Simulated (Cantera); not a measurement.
Thermodynamics of silicon nitride deposition, feed SiF4 + NH3 + N2

Feed: 1 mol SiF4, 0.58 mol NH3, 7.4 mol N2, equilibrated at 35.0 mbar.

Method: chemical equilibrium by Gibbs-energy minimisation in Cantera with the NASA 1993 tables (ideal gas, pure condensed phases). Candidate condensed phases: Si, Si3N4; 37 gas species. The tables' values for SiF3, SiF2 are old estimates; treat these amounts as uncertain. Equilibrium is a limit: real reactors are often held back by kinetics, nucleation or transport.

From 977 °C to 1027 °C the condensed part is Si3N4(s). From 1052 °C to 1227 °C nothing is condensed. The main Si-bearing gas is SiF4 throughout.

```csv
T (°C),x N2,x SiF4,x H2,x HF,x SiF3,x SiHF3,x SiF2,n Si3N4(s)
977,0.804,0.103,0.0901,0.00146,0.000664,0.000362,4.11e-6,0.000334
1002,0.804,0.103,0.0899,0.00165,0.000939,0.000411,7.74e-6,0.000224
1027,0.804,0.103,0.0898,0.00186,0.00131,0.000463,1.42e-5,4.26e-5
1052,0.804,0.102,0.0896,0.00222,0.00169,0.000487,2.24e-5,0
1077,0.804,0.102,0.0893,0.00268,0.00211,0.000501,3.34e-5,0
1102,0.803,0.101,0.0890,0.00323,0.00262,0.000514,4.88e-5,0
1127,0.803,0.101,0.0887,0.00387,0.00320,0.000524,6.99e-5,0
1152,0.803,0.0999,0.0882,0.00461,0.00388,0.000532,9.84e-5,0
1177,0.802,0.0990,0.0878,0.00547,0.00465,0.000538,0.000136,0
1202,0.802,0.0980,0.0872,0.00645,0.00553,0.000542,0.000186,0
1227,0.802,0.0969,0.0866,0.00756,0.00652,0.000545,0.000249,0
```
x: gas mole fraction; n: condensed amount in mol.
